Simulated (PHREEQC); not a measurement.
A solution holds 0.0063 mol/kgw Cu(NO3)2 and 0.00019 mol/kgw HBF4, at 25 °C. It is in equilibrium with CO2 at log p = -1 (atm). Otherwise closed; pH follows from the charge balance.

Computed with PHREEQC (ion-association model, phreeqc.dat).

Precipitation was switched off in this run.

Problem. Predict the pH, specific conductance.

Solution. pH 3.35; specific conductance 1570 µS/cm.

Problem. In which forms is F present?

Solution. F- 60 %, HF 35 %, CuF+ 4.1 % of the F.

Real BF4- forms and hydrolyses slowly; the run takes it at equilibrium.
